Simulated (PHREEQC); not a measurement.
Dissolve 0.37 mol/kgw SrCl2 at 44 °C. Closed to the air; pH follows from the charge balance.

Model: ion-association model, phreeqc.dat, run in PHREEQC.

Each row changes one thing in this solution. No solid was allowed to form.

```
case                                                pH  ionic strength (mol/kgw)
------------------------------------------------  ----  ------------------------
as made                                           6.64                      1.11
temperature from 44 to 70 °C                      6.33                      1.11
SrCl2 replaced by (CH3)4NCl at the same molality  6.68                     0.370
temperature from 44 to 60 °C                      6.44                      1.11
temperature from 44 to 50 °C                      6.56                      1.11
diluted 5-fold with water                         6.68                     0.222
SrCl2 replaced by MnCl2 at the same molality      5.60                     0.844
```

The ionic strength passes 0.7 mol/kgw, the rough limit of the ion-association models, in as made; temperature from 44 to 70 °C; temperature from 44 to 60 °C; temperature from 44 to 50 °C; SrCl2 replaced by MnCl2 at the same molality. At this temperature some constants are extrapolated from 25 °C, and those without enthalpy data are left unchanged.
